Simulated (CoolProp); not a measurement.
Oxygen at 870.09 K and 0.606 MPa flows at 2.2 m/s in a round tube of 1 mm bore and 15 µm roughness, fully developed (64/Re and Nu = 3.66 if laminar; Colebrook and Gnielinski if turbulent). Each further row changes one setting.

The numbers come from the reference Helmholtz-energy equation of state, Schmidt 1985 in CoolProp.

```tsv
case	Reynolds number	Darcy friction factor	pressure drop (Pa/m)	heat-transfer coefficient (W/(m² K))	mass flow (kg/h)
as stated	131	?	?	235	0.0166
velocity 4.4 m/s	263	0.244	6310	235	0.0333
diameter 2 mm	263	0.244	789	118	?
```

**Question.** Some entries are withheld; supply them.

**Answer.** 
- as stated, Darcy friction factor: 0.487
- as stated, pressure drop (Pa/m): 3160
- diameter 2 mm, mass flow (kg/h): 0.0666

Above 300 K oxygen's equation is extrapolated.

Viscosity comes from a separate model (Lemmon 2004). Thermal conductivity comes from a separate model (Lemmon 2004).
